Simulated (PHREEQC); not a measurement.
Consider water at 25 °C with 0.0045 mol/kgw H2SO4, 0.0006 mol/kgw NiSO4 and 0.28 mol/kgw MnSO4. Closed to the air; pH follows from the charge balance.

All values are PHREEQC results (ion-association model, wateq4f.dat), not measurements.

Problem. The ionic strength comes out as 0.556 mol/kgw. What activity coefficients do Mn+2, SO4-2, HSO4-, H+, Ni(SO4)2-2 get?

Solution. Mn+2 0.24, SO4-2 0.20, HSO4- 0.66, H+ 0.76, Ni(SO4)2-2 0.29.

This is a speciation only: nothing precipitates in the calculation.
